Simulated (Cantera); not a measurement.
Standard-state values (1 bar) from the NASA 1993 polynomials, evaluated with Cantera. Values are per mole of reaction as written; species without (g) are pure solids or liquids, kept so even where they would boil at 1 bar.

NiS₂ + 4 H(g) → 2 H₂S(g) + Ni

```csv
T (K),ΔH° (kJ),ΔS° (J/K),ΔG° (kJ),log10 K,condensed phases
1700,-909.6,-224.1,-528.7,16.24,"NiS₂(l), Ni(s)"
1775,-894.6,-215.4,-512.3,15.08,"NiS₂(l), Ni(l)"
1850,-896.7,-216.6,-496.1,14.01,"NiS₂(l), Ni(l)"
1925,?,?,?,?,"NiS₂(l), Ni(l)"
2000,?,?,?,?,"NiS₂(l), Ni(l)"
```

Task: What belongs in the gaps?

Result: 
- 1925, ΔH° (kJ): -898.7
- 1925, ΔS° (J/K): -217.6
- 1925, ΔG° (kJ): -479.8
- 1925, log10 K: 13.02
- 2000, ΔH° (kJ): -900.7
- 2000, ΔS° (J/K): -218.6
- 2000, ΔG° (kJ): -463.4
- 2000, log10 K: 12.10
